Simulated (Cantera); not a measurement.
What does this Cantera script print?

```python
import numpy as np
import cantera as ct

gas_names = """
    CL CL2 H HCL H2 N NH NH2 NH3 N2 N2H2 N2H4 Si SiCL SiCL2 SiCL3 SiCL4 SiH SiHCL3 SiH2 SiH2CL2 SiH3
    SiH3CL SiH4 SiN Si2 Si2N Si3
""".split()
cond_names = """
    NH4CL(a) NH4CL(b) Si(cr) Si(L) Si3N4(a)
""".split()


# ... load() reads the species with a 1 bar reference pressure and builds the phases ...
atoms = {
    'Si2Cl6': {'Si': 2, 'CL': 6},
    'N2': {'N': 2},
    'H2': {'H': 2},
    'NH3': {'N': 1, 'H': 3},
}
top_T = {'Si3N4(a)': 2400}  # K; cautious upper limits of use, not melting points


# ... equilibrate(T, P, feed) seeds the gas with the atoms and calls Mixture.equilibrate('TP', solver="vcs", rtol=1e-11, max_steps=5000) ...
results = []
T = 1023  # K
P = 22  # Pa
for m in [0.11, 0.23, 0.48, 1, 2.1, 4.5, 9.5, 20, 42]:
    feed = {'Si2Cl6': 1, 'N2': 13, 'H2': m, 'NH3': 0.48}  # mol
    mix = equilibrate(T, P, feed)
    results.append((T, P, feed, dict(zip(mix.species_names, mix.species_moles))))
    x = sorted(zip(gas.X, gas.species_names), reverse=True)
    print(f"T = {T:g} K  P = {P:g} Pa  n(H2) = {m:g} mol  gas = {mix.phase_moles(0):.4g} mol")
    print("   x: " + "  ".join(f"{s} {v:.3e}" for v, s in x if v > 1e-06))
    print("   condensed (mol): " + ("  ".join(f"{mix.phase(i).name} {mix.phase_moles(i):.4g}"
          for i in range(1, mix.n_phases) if mix.phase_moles(i) > 1e-12) or "none"))
```

Output:

```
T = 1023 K  P = 22 Pa  n(H2) = 0.11 mol  gas = 15.37 mol
   x: N2 8.236e-01  HCL 9.815e-02  SiCL4 7.246e-02  H2 4.917e-03  SiCL3 6.860e-04  SiCL2 1.372e-04  SiHCL3 3.072e-05
   condensed (mol): Si3N4(a) 0.2911
T = 1023 K  P = 22 Pa  n(H2) = 0.23 mol  gas = 15.5 mol
   x: N2 8.143e-01  HCL 1.098e-01  SiCL4 6.870e-02  H2 6.347e-03  SiCL3 6.604e-04  SiCL2 1.341e-04  SiHCL3 3.360e-05
   condensed (mol): Si3N4(a) 0.3073
T = 1023 K  P = 22 Pa  n(H2) = 0.48 mol  gas = 15.79 mol
   x: N2 7.957e-01  HCL 1.323e-01  SiCL4 6.138e-02  H2 9.826e-03  SiCL3 6.093e-04  SiCL2 1.277e-04  SiHCL3 3.857e-05
   condensed (mol): Si3N4(a) 0.3396
T = 1023 K  P = 22 Pa  n(H2) = 1 mol  gas = 16.37 mol
   x: N2 7.601e-01  HCL 1.721e-01  SiCL4 4.816e-02  H2 1.904e-02  SiCL3 5.118e-04  SiCL2 1.149e-04  SiHCL3 4.510e-05
   condensed (mol): Si3N4(a) 0.4003
T = 1023 K  P = 22 Pa  n(H2) = 2.1 mol  gas = 17.57 mol
   x: N2 6.966e-01  HCL 2.293e-01  H2 4.587e-02  SiCL4 2.773e-02  SiCL3 3.433e-04  SiCL2 8.974e-05  SiHCL3 4.695e-05
   condensed (mol): Si3N4(a) 0.5015
T = 1023 K  P = 22 Pa  n(H2) = 4.5 mol  gas = 20.08 mol
   x: N2 5.983e-01  HCL 2.679e-01  H2 1.260e-01  SiCL4 7.583e-03  SiCL3 1.331e-04  SiCL2 4.937e-05  SiHCL3 3.018e-05
   condensed (mol): Si3N4(a) 0.6145
T = 1023 K  P = 22 Pa  n(H2) = 9.5 mol  gas = 25.12 mol
   x: N2 4.747e-01  H2 2.895e-01  HCL 2.348e-01  SiCL4 9.881e-04  SiCL3 3.001e-05  SiCL2 1.925e-05  SiHCL3 1.031e-05
   condensed (mol): Si3N4(a) 0.6579
T = 1023 K  P = 22 Pa  n(H2) = 20 mol  gas = 35.63 mol
   x: H2 4.976e-01  N2 3.343e-01  HCL 1.679e-01  SiCL4 1.106e-04  SiCL2 7.239e-06  SiCL3 6.158e-06  SiHCL3 2.774e-06
   condensed (mol): Si3N4(a) 0.6652
T = 1023 K  P = 22 Pa  n(H2) = 42 mol  gas = 57.63 mol
   x: H2 6.893e-01  N2 2.066e-01  HCL 1.041e-01  SiCL4 1.172e-05  SiCL2 2.766e-06  SiCL3 1.239e-06
   condensed (mol): Si3N4(a) 0.6664
```

Cantera equilibrium calculation (NASA polynomials, part measured and part estimated; ideal gas, pure solids and liquids). The feed counts by its element totals alone. The tables' values for SiCl3 are old estimates; treat these amounts as uncertain.
